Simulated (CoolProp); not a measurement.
Values from CoolProp's reference Helmholtz-energy equation of state, McLinden 2015.

For the fluoroketone C6F12O (FK-5-1-12), give the phase and the density (kg/m³), isothermal compressibility (1/MPa), fugacity coefficient at 31.65 °C and 2.71 MPa; 96.75 °C and 2.71 MPa.


- 31.65 °C and 2.71 MPa: liquid; density 1600, isothermal compressibility 0.00303, fugacity coefficient 0.0232
- 96.75 °C and 2.71 MPa: liquid; density 1380, isothermal compressibility 0.00863, fugacity coefficient 0.154
